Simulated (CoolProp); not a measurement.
Ethanol at several states: density (kg/m³) from the reference equation and from simpler models built on Tc = 241.6 °C, pc = 6.268 MPa, ω = 0.644; each cubic takes its own stable root.

Model: reference Helmholtz-energy equation of state, Schroeder 2014, in CoolProp.

| T (°C) | p (MPa) | phase | reference | Redlich-Kwong | Soave-Redlich-Kwong | Peng-Robinson |
|---|---|---|---|---|---|---|
| 113.05 | 0.167 | gas | (withheld) | (withheld) | (withheld) | (withheld) |
| 51.25 | 0.0225 | gas | 0.3884 | 0.3860 | 0.3866 | 0.3867 |
| 27.85 | 1.87 | liquid | (withheld) | (withheld) | (withheld) | (withheld) |

### Question
Fill in the missing entries.

### Answer

- 113.05, reference: 2.479
- 113.05, Redlich-Kwong: 2.446
- 113.05, Soave-Redlich-Kwong: 2.460
- 113.05, Peng-Robinson: 2.463
- 27.85, reference: 784.3
- 27.85, Redlich-Kwong: 621.5
- 27.85, Soave-Redlich-Kwong: 667.2
- 27.85, Peng-Robinson: 750.2
